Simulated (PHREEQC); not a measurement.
Solution (20 °C): 175 mmol/kgw Na2SO4, 45 mmol/kgw K2SO4 and 140 mmol/kgw MgCl2. It is in equilibrium with CO2 at log p = -1 (atm). Otherwise closed; pH follows from the charge balance.

Model: Pitzer model, pitzer.dat, run in PHREEQC.

This is a speciation only: nothing precipitates in the calculation.

Q: Predict the pH.

A: pH 4.54.

Q: In which forms is C present?

A: CO2 97 %, HCO3- 3.1 % of the C.

Species that the database lacks are ignored. In brines, pH and single-ion activities rest on the MacInnes convention.
